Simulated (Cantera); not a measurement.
Charge: 1 mol TiO2, a varied amount of CO, 0.13 mol H2, held at 777 °C and 0.230 bar.

Cantera equilibrium calculation (NASA polynomials, part measured and part estimated; ideal gas, pure solids and liquids). Candidate condensed phases: C, C6H6, C7H8, C8H18, H2O, Ti, TiC, TiO, TiO2, Ti2O3, Ti3O5, Ti4O7; 113 gas species. Rates play no part.

Problem. At 1.7 mol CO, list the 5 most abundant gas species with their mole fractions, and the condensed phases.

Solution. CO 0.887, H2 0.0712, CO2 0.0387, H2O 0.00264, CH4 6.68e-5. Condensed: C(graphite) + TiO2(rutile).
